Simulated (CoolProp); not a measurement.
Vapour-liquid equilibrium of n-octane (1) + n-dodecane (2) at 1.82 bar; x and y are mole fractions of (1).

The numbers come from the multi-fluid Helmholtz-energy mixture model, Beckmüller 2019 and Lemmon 2004; pair parameters Bell 2016 in CoolProp.

| x | bubble temperature, mixture model (°C) | bubble temperature, Raoult's law (°C) | y, mixture model | y, Raoult's law |
|---|---|---|---|---|
| 0.05 | 233.7 | 230.9 | 0.197 | 0.261 |
| 0.2 | 210.5 | 204.9 | 0.587 | 0.663 |
| 0.35 | 192.1 | 187.2 | 0.786 | 0.828 |
| 0.5 | 177.8 | 174.4 | 0.888 | 0.909 |
| 0.65 | 166.6 | 164.5 | 0.944 | 0.953 |
| 0.8 | 157.6 | 156.6 | 0.976 | 0.979 |
| 0.95 | 150.3 | 150.1 | 0.995 | 0.996 |

The largest gap from Raoult's law is +5.6 K in bubble temperature, at x = 0.2. No azeotrope shows between x = 0.05 and 0.95.

The pair parameters rest on a limited set of measurements; away from them the model extrapolates.
